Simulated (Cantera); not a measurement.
A closed system holds: 1 mol Ta, 0.7 mol O2, 460 mol H2, equilibrated at 0.0135 Torr.

Cantera equilibrium calculation (NASA polynomials, part measured and part estimated; ideal gas, pure solids and liquids). Candidate condensed phases: H2O, Ta, Ta2O5; 12 gas species. Mutual solubility and eutectic melting of coexisting phases are not modelled. Condensed phases not in the tables: N, O or C dissolved in the metal. Equilibrium is a limit: real reactors are often held back by kinetics, nucleation or transport.

Question: At 1052 °C, list the 3 most abundant gas species with their mole fractions, and the condensed phases.

Answer: H2 1.000, H 0.000385, H2O 1.88e-5. Condensed: Ta(s) + Ta2O5(s).
